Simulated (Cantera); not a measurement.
Feed: 1 mol Fe₃O₄, 0.51 mol CO, 0.46 mol N₂, at 1802 °C and 14.0 Pa.

Method: chemical equilibrium by Gibbs-energy minimisation in Cantera with the NASA 1993 tables (ideal gas, pure condensed phases). Candidate condensed phases: C, Fe, Fe(CO)₅, FeO, Fe₂O₃, Fe₃O₄; 27 gas species. The tables' stoichiometric FeO is somewhat more stable than real wüstite, so its field is too wide. FeO: taken at fixed stoichiometry. Kinetics and transport are ignored.

Base state: Fe 0.243, O₂ 0.231, N₂ 0.192, CO₂ 0.151, FeO 0.0658, CO 0.0643, O 0.0474, NO 0.00484 (mole fractions); condensed: FeO(l).

Q: What changes in the equilibrium state with this change: 0.77 mol NH₃ added?

A: 
| species | before | after |
|---|---|---|
| Fe | 0.243 | 0.337 |
| H₂O | 0 | 0.143 |
| N₂ | 0.192 | 0.137 |
| O₂ | 0.231 | 0.120 |
| CO₂ | 0.151 | 0.0527 |
| H | 0 | 0.0297 |
| OH | 0 | 0.0279 |
| H₂ | 0 | 0.0174 |
| CO | 0.0643 | 0.0311 |
| O | 0.0474 | 0.0341 |
| FeO | 0.0658 | 0.0658 |
| Fe(OH)₂ | 0 | 7.82e-5 |
| NO | 0.00484 | 0.00295 |
| FeO(l), mol | 2.27 | 0.546 |
Further candidate phases: C₆H₆, C₇H₈, C₈H₁₈, Fe(OH)₂, Fe(OH)₃, H₂O.
